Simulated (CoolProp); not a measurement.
Computed with CoolProp (reference Helmholtz-energy equation of state, Zhou 2014).

Question: For cyclohexane, give the phase and the cv (kJ/(kg K)), viscosity (µPa s) at 557.5 K and 101 kPa.

Answer: 
- 557.5 K and 101 kPa: gas; cv 2.41, viscosity 12.4

Viscosity comes from a separate model (Tariq 2014).
